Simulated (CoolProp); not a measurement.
The numbers come from the reference Helmholtz-energy equation of state, Jacobsen 1992 in CoolProp.

Give the vapour pressure (kPa), vapour density (kg/m³), surface tension (mN/m), vapour viscosity (µPa s) of saturated R11 at 367.4, 373.2, 402.1 K.


| T (K) | p (kPa) | vapour density (kg/m³) | surface tension (mN/m) | vapour viscosity (µPa s) |
|---|---|---|---|---|
| 367.4 | 727 | 38.2 | 9.41 | 12.4 |
| 373.2 | 825 | 43.3 | 8.76 | 12.6 |
| 402.1 | 1460 | 78.7 | 5.66 | 13.8 |

Viscosity comes from a separate model (Klein 1997), an estimate that may be off by 10 % or more. Surface tension comes from a separate correlation (Mulero 2012).
